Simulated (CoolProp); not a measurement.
Vapour-liquid equilibrium of propylene (1) + acetone (2) at 230.9 K; x and y are mole fractions of (1).

Model: multi-fluid Helmholtz-energy mixture model, Lemmon 2013 and Lemmon 2006; pair parameters Bell 2016, in CoolProp.

```csv
x,bubble pressure (MPa),y at the bubble point,dew pressure at overall composition x (MPa),liquid density (mol/L)
0.05,0.02240,0.974,0.0006378,14.75
0.2,0.07355,0.993,0.0007573,14.71
0.35,0.09904,0.995,0.0009318,14.65
0.5,0.1071,0.996,0.001211,14.58
0.65,0.1089,0.996,0.001728,14.51
0.8,0.1124,0.996,0.003019,14.43
0.95,0.1227,0.998,0.01193,14.36
```

No azeotrope shows between x = 0.05 and 0.95.

The pair parameters rest on a limited set of measurements; away from them the model extrapolates. With so large a gap from Raoult's law the liquid may split in two, which this calculation doesn't test in full.
